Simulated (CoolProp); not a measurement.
n-octane along the isobar 2.86 MPa: density (kg/m³) from the reference equation and from simpler models built on Tc = 568.7 K, pc = 2.484 MPa, ω = 0.398; each cubic takes its own stable root.

Computed with CoolProp (reference Helmholtz-energy equation of state, Beckmüller 2019).

```json
[
 {"T (K)": "539.8", "phase": "liquid", "reference": "442.8"},
 {"T (K)": "545.5", "phase": "liquid", "reference": "430.6"},
 {"T (K)": "551.2", "phase": "liquid", "reference": "416.9"},
 {"T (K)": "557", "phase": "liquid", "reference": "401.0"},
 {"T (K)": "562.7", "phase": "liquid", "reference": "382.2"},
 {"T (K)": "568.4", "phase": "liquid", "reference": "357.8"},
 {"T (K)": "574.2", "phase": "supercritical", "reference": "318.3"},
 {"T (K)": "579.9", "phase": "supercritical", "reference": "219.9"},
 {"T (K)": "585.6", "phase": "supercritical", "reference": "158.6"},
 {"T (K)": "591.4", "phase": "supercritical", "reference": "136.6"},
 {"T (K)": "597.1", "phase": "supercritical", "reference": "124.3"},
 {"T (K)": "602.8", "phase": "supercritical", "reference": "115.6"},
 {"T (K)": "608.5", "phase": "supercritical", "reference": "109.1"},
 {"T (K)": "614.3", "phase": "supercritical", "reference": "103.7"},
 {"T (K)": "620", "phase": "supercritical", "reference": "99.33"}
]
```

### Question
How far does each simpler model (van der Waals, Redlich-Kwong, Soave-Redlich-Kwong, Peng-Robinson) lie from the reference over these 15 states: mean and median of the absolute difference, and the worst?

### Answer
- van der Waals: mean 22.2 %, median 15.6 %, worst -39.9 % at 539.8 K and 2.86 MPa
- Redlich-Kwong: mean 13.3 %, median 7.4 %, worst -24.1 % at 562.7 K and 2.86 MPa
- Soave-Redlich-Kwong: mean 13.4 %, median 15.2 %, worst -24.8 % at 574.2 K and 2.86 MPa
- Peng-Robinson: mean 7.0 %, median 8.8 %, worst -17.9 % at 574.2 K and 2.86 MPa
